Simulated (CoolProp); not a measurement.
Properties of R113 along the isobar 1270 kPa.

Model: reference Helmholtz-energy equation of state, Marx 1992, in CoolProp.

| T (°C) | phase | Z | cv (kJ/(kg K)) | Joule-Thomson coefficient (K/MPa) | isothermal compressibility (1/MPa) | expansivity (1/kK) | fugacity coefficient |
|---|---|---|---|---|---|---|---|
| 98.65 | liquid | 0.05587 | 0.7305 | -0.1624 | 0.004378 | 2.088 | 0.3108 |
| 108.45 | liquid | 0.05560 | 0.7381 | -0.1071 | 0.005122 | 2.237 | 0.3809 |
| 118.35 | liquid | 0.05546 | 0.7458 | -0.03826 | 0.006092 | 2.421 | 0.4611 |
| 128.25 | liquid | 0.05546 | 0.7537 | 0.04889 | 0.007387 | 2.656 | 0.5506 |
| 138.05 | liquid | 0.05565 | 0.7619 | 0.1618 | 0.009174 | 2.962 | 0.6481 |
| 147.95 | liquid | 0.05607 | 0.7707 | 0.3187 | 0.01185 | 3.391 | 0.7551 |
| 157.85 | gas | 0.7641 | 0.7601 | 19.16 | 1.119 | 5.840 | 0.8127 |
| 167.65 | gas | 0.7879 | 0.7583 | 16.84 | 1.060 | 5.063 | 0.8266 |
| 177.55 | gas | 0.8079 | 0.7588 | 15.06 | 1.018 | 4.513 | 0.8392 |
| 187.35 | gas | 0.8247 | 0.7607 | 13.66 | 0.9872 | 4.106 | 0.8505 |
| 197.25 | gas | 0.8395 | 0.7635 | 12.50 | 0.9626 | 3.783 | 0.8608 |
| 207.15 | gas | 0.8524 | 0.7669 | 11.53 | 0.9427 | 3.521 | 0.8702 |
| 216.95 | gas | 0.8638 | 0.7705 | 10.71 | 0.9264 | 3.305 | 0.8787 |
| 226.85 | gas | 0.8740 | 0.7744 | 9.986 | 0.9126 | 3.119 | 0.8865 |
